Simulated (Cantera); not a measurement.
Feed: 1 mol Pb, 0.61 mol H2, 0.95 mol N2, equilibrated at 475 °C and 0.100 bar.

Equilibrium computed with Cantera from the NASA thermochemical tables; the gas is ideal and each condensed phase is pure. Candidate condensed phases: Pb; 11 gas species. The numbers say what is thermodynamically allowed, not how fast it happens.

**Question.** What is the equilibrium state?

**Answer.** 
```
Property        Value
----------  ---------
x(N2)           0.609
x(H2)           0.391
x(NH3)        9.95e-5
n(Pb(l))     1.00 mol
gas amount  1.560 mol
```
